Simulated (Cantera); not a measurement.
An adiabatic, constant-pressure homogeneous reactor starts with CO : H2 : O2 : N2 = 1 : 0.1 : 0.873 : 5.4 (molar parts), at 1298 K and 12000 Torr.

Computed with Cantera and GRI-Mech 3.0 (53 species, 325 reactions). The hydrogen kinetics of GRI-Mech 3.0 are dated; newer H2 mechanisms differ, most at raised pressure. The pressure lies above the range GRI-Mech 3.0 was tuned for (to about 10 atm).

Task: Predict: time of steepest temperature rise; temperature at 0.200 s; equilibrium temperature; x(CO) at 0.200 s; x(H2) at 0.200 s; x(O2) at 0.200 s; x(CO2) at 0.200 s; x(N2O) at 0.200 s.

Result: 
| Property | Result |
|---|---|
| time of steepest temperature rise | 37.4 µs |
| temperature at 0.200 s | 2386 K |
| equilibrium temperature | 2386 K |
| x(CO) at 0.200 s | 0.00334 (gas-phase equilibrium 0.00334) |
| x(H2) at 0.200 s | 5.55e-5 (gas-phase equilibrium 5.55e-5) |
| x(O2) at 0.200 s | 0.0441 (gas-phase equilibrium 0.0441) |
| x(CO2) at 0.200 s | 0.143 (gas-phase equilibrium 0.143) |
| x(N2O) at 0.200 s | 1.90e-6 (gas-phase equilibrium 1.90e-6) |
